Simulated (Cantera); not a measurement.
An isothermal, constant-pressure homogeneous reactor starts with N2O : H2O = 1 : 0.013 (molar parts), at 1300 K and 9.00 Torr. Integrator tolerance rtol = 1e-08.

Cantera simulation using GRI-Mech 3.0 (53 species, 325 reactions); the numbers are that mechanism's predictions, not measurements. GRI-Mech 3.0 was tuned for natural gas; its chemistry of N2O as a main component is partial and can be far from experiment. Radical loss at walls, strong at low pressure, is not modelled. The mechanism lacks the step 2 NO + O2 → 2 NO2, which can matter for NO2 below about 1400 K. The temperature is held fixed by assumption; the heat of reaction is taken as removed at once.

### Question
What does this change do: pressure from 9.00 Torr to 1.30 bar?

### Answer
```csv
quantity,before,after
x(N2O) at 5.00 s,0.716 (gas-phase equilibrium 3.04e-9),3.94e-6 (gas-phase equilibrium 3.16e-8)
x(H2O) at 5.00 s,0.0117 (gas-phase equilibrium 0.00859),0.00859 (gas-phase equilibrium 0.00859)
x(NO2) at 5.00 s,0.000402 (gas-phase equilibrium 6.79e-7),0.000933 (gas-phase equilibrium 7.06e-6)
x(O2) at 5.00 s,0.0784 (gas-phase equilibrium 0.330),0.298 (gas-phase equilibrium 0.330)
x(N2) at 5.00 s,0.169 (gas-phase equilibrium 0.661),0.629 (gas-phase equilibrium 0.661)
x(H) at 5.00 s,1.01e-8 (gas-phase equilibrium 1.11e-9),3.40e-11 (gas-phase equilibrium 3.31e-11)
x(NO) at 5.00 s,0.0241 (gas-phase equilibrium 0.000457),0.0636 (gas-phase equilibrium 0.000457)
```

### Question
What does this change do: N2O 1 to 8.6 parts?

### Answer
| quantity | before | after |
|---|---|---|
| x(N2O) at 5.00 s | 0.716 (gas-phase equilibrium 3.04e-9) | 0.735 (gas-phase equilibrium 3.07e-9) |
| x(H2O) at 5.00 s | 0.0117 (gas-phase equilibrium 0.00859) | 0.00137 (gas-phase equilibrium 0.00100) |
| x(NO2) at 5.00 s | 0.000402 (gas-phase equilibrium 6.79e-7) | 0.000151 (gas-phase equilibrium 6.86e-7) |
| x(O2) at 5.00 s | 0.0784 (gas-phase equilibrium 0.330) | 0.0751 (gas-phase equilibrium 0.333) |
| x(N2) at 5.00 s | 0.169 (gas-phase equilibrium 0.661) | 0.163 (gas-phase equilibrium 0.666) |
| x(H) at 5.00 s | 1.01e-8 (gas-phase equilibrium 1.11e-9) | 4.02e-9 (gas-phase equilibrium 3.79e-10) |
| x(NO) at 5.00 s | 0.0241 (gas-phase equilibrium 0.000457) | 0.0250 (gas-phase equilibrium 0.000460) |
